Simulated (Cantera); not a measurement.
Ignition delay

Mixture: CO : H2 : CH4 : O2 : N2 = 1 : 0.25 : 0.056 : 0.752 : 2.83 (molar parts), at 860000 Pa, adiabatic and at constant volume. Ignition delay is the time to a rise of 400 K.

Cantera simulation using GRI-Mech 3.0 (53 species, 325 reactions); the numbers are that mechanism's predictions, not measurements. Below about 1000 K GRI-Mech 3.0 lacks low-temperature oxidation paths.

```tsv
T0 (K)	delay (ms)
950	12.0
1000	3.28
1050	0.983
1100	0.321
1150	0.118
1200	0.0503
1250	0.0253
1300	0.0147
```

| Property | Result |
|---|---|
| apparent activation energy between 1200 and 1300 K | 160 kJ/mol |
